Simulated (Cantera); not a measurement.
Input (Python, Cantera) and output of one run.

```python
import numpy as np
import cantera as ct

gas_names = """
    C CO COS CO2 CS CS2 C2 C2O C3 C3O2 C4 C5 Mg MgO MgS Mg2 O O2 O3 S SO SO2 SO3 S2 S2O S8
""".split()
cond_names = """
    C(gr) Mg(cr) Mg(L) MgCO3(s) MgO(s) MgO(L) MgS(s) MgSO4(s) MgSO4(L) S(cr1) S(cr2) S(L)
""".split()


# ... load() reads the species with a 1 bar reference pressure and builds the phases ...
atoms = {
    'MgSO4': {'Mg': 1, 'S': 1, 'O': 4},
    'CO2': {'C': 1, 'O': 2},
}
top_T = {'C(gr)': 4500, 'MgS(s)': 2250}  # K; cautious upper limits of use, not melting points


# ... equilibrate(T, P, feed) seeds the gas with the atoms and calls Mixture.equilibrate('TP', solver="vcs", rtol=1e-11, max_steps=5000) ...
results = []
feed = {'MgSO4': 1, 'CO2': 0.32}  # mol
T = 1875  # K
P = 101325  # Pa
mix = equilibrate(T, P, feed)
results.append((T, P, feed, dict(zip(mix.species_names, mix.species_moles))))
print(gas.report(threshold=1e-06))
for i in range(1, mix.n_phases):
    print(f"{mix.phase(i).name:16s} {mix.phase_moles(i):12.5e} mol")
```

Result:

```
       temperature   1875 K
          pressure   1.0132e+05 Pa
           density   0.33653 kg/m^3
  mean mol. weight   51.778 kg/kmol
   phase of matter   gas

                          1 kg             1 kmol
                     ---------------   ---------------
          enthalpy       -3.0277e+06       -1.5677e+08  J
   internal energy       -3.3288e+06       -1.7236e+08  J
           entropy            6232.7        3.2272e+05  J/K
    Gibbs function       -1.4714e+07       -7.6186e+08  J
 heat capacity c_p            1020.3             52828  J/K
 heat capacity c_v            859.69             44513  J/K

                      mass frac. Y      mole frac. X     chem. pot. / RT
                     ---------------   ---------------   ---------------
                CO        7.8277e-05         0.0001447           -43.402
               CO2           0.14947           0.17586           -58.312
                 O        3.8641e-05        0.00012505           -14.909
                O2           0.16924           0.27386           -29.818
                SO        4.2791e-05        4.6102e-05           -40.374
               SO2           0.67748           0.54761           -55.283
               SO3          0.003647         0.0023587           -70.192
     [  +19 minor]        6.6081e-09        8.0328e-09

C(gr)             0.00000e+00 mol
Mg(L)             0.00000e+00 mol
MgO(s)            1.00000e+00 mol
MgS(s)            0.00000e+00 mol
MgSO4(L)          0.00000e+00 mol
S(L)              0.00000e+00 mol
```

Equilibrium computed with Cantera from the NASA thermochemical tables; the gas is ideal and each condensed phase is pure.
